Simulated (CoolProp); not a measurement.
A Linde-Hampson liquefier for carbon monoxide: isothermal reversible compression at 200 K from 1 atm to 25 MPa, throttling to 1 atm, return gas leaving the recuperator 5 K below the feed. Each further row changes one setting.

Values from CoolProp's reference Helmholtz-energy equation of state, Lemmon 2006. It is a short technical equation, of lower accuracy than the large ones.

| case | liquid yield per pass | compression work (kJ/kg of gas) |
|---|---|---|
| as stated | ___ | 305 |
| high pressure 50 MPa | 0.257 | ___ |
| warm-end temperature 230 K | ___ | 363 |
| warm-end gap 10 K | ___ | 305 |

Q: Some entries are withheld; supply them.

A: 
- as stated, liquid yield per pass: 0.262
- high pressure 50 MPa, compression work (kJ/kg of gas): 353
- warm-end temperature 230 K, liquid yield per pass: 0.185
- warm-end gap 10 K, liquid yield per pass: 0.251
